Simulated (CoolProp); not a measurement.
Vapour-liquid equilibrium of CHF3 (R23) (1) + R143a (2) at 1.92 bar; x and y are mole fractions of (1).

Model: multi-fluid Helmholtz-energy mixture model, Penoncello 2003 and Lemmon and Jacobsen 2000; pair parameters Bell 2016, in CoolProp.

Task: Give the bubble temperature and the first vapour's composition at x = 0.5, 0.65, 0.8. Is there an azeotrope?

Result: x = 0.5: -58.9 °C, y = 0.848; x = 0.65: -63.2 °C, y = 0.914; x = 0.8: -66.5 °C, y = 0.957. No azeotrope shows between x = 0.05 and 0.95.

The pair parameters rest on a limited set of measurements; away from them the model extrapolates. The gap from Raoult's law changes sign with composition, which may be real or a fault of the pair parameters; it wasn't checked against measurements.
